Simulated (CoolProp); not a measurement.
R236EA at several states: Z from the reference equation and from simpler models built on Tc = 139.3 °C, pc = 3414 kPa, ω = 0.368; each cubic takes its own stable root.

Computed with CoolProp (reference Helmholtz-energy equation of state, Rui 2013).

```
T (°C)  p (kPa)   phase  reference  van der Waals  Redlich-Kwong  Soave-Redlich-Kwong  Peng-Robinson
------  -------  ------  ---------  -------------  -------------  -------------------  -------------
-11.05     41.7     gas     0.9776         0.9895         0.9853               0.9825         0.9819
122.95      192     gas     0.9772         0.9813         0.9782               0.9776         0.9753
120.95     6000  liquid     0.2550         0.3828         0.3001                  ___         0.2607
78.25      3850  liquid        ___         0.2570            ___               0.1774            ___
```

Question: Complete the blanks.

Answer: 
- 120.95, Soave-Redlich-Kwong: 0.2921
- 78.25, reference: 0.1591
- 78.25, Redlich-Kwong: 0.1879
- 78.25, Peng-Robinson: 0.1569
